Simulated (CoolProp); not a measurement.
Vapour-liquid equilibrium of n-hexane (1) + dimethyl carbonate (2) at 118.25 °C; x and y are mole fractions of (1).

Computed with CoolProp (multi-fluid Helmholtz-energy mixture model, Thol 2019 and Zhou 2011; pair parameters Bell 2016).

```tsv
x	bubble pressure (bar)	y at the bubble point	dew pressure at overall composition x (bar)	liquid density (mol/L)
0.05	2.777	(withheld)	2.407	10.05
0.15	3.394	0.389	2.644	9.487
0.25	3.746	0.481	2.923	(withheld)
0.35	3.957	0.539	3.253	8.514
0.45	4.092	0.585	3.626	8.099
0.55	(withheld)	0.628	3.992	7.726
0.65	4.230	0.675	4.210	7.394
0.75	4.231	(withheld)	(withheld)	7.099
0.85	4.163	(withheld)	4.107	6.838
0.95	3.987	0.922	(withheld)	6.608
```

### Question
Fill in the missing entries.

### Answer

- 0.05, y at the bubble point: 0.200
- 0.25, liquid density (mol/L): 8.976
- 0.55, bubble pressure (bar): 4.181
- 0.75, y at the bubble point: 0.733
- 0.75, dew pressure at overall composition x (bar): 4.222
- 0.85, y at the bubble point: 0.810
- 0.95, dew pressure at overall composition x (bar): 3.936

y crosses x between x = 0.65 and 0.75: the model has an azeotrope there.

Pair parameters are fitted to limited data, so mixtures are less certain than the pure fluids.
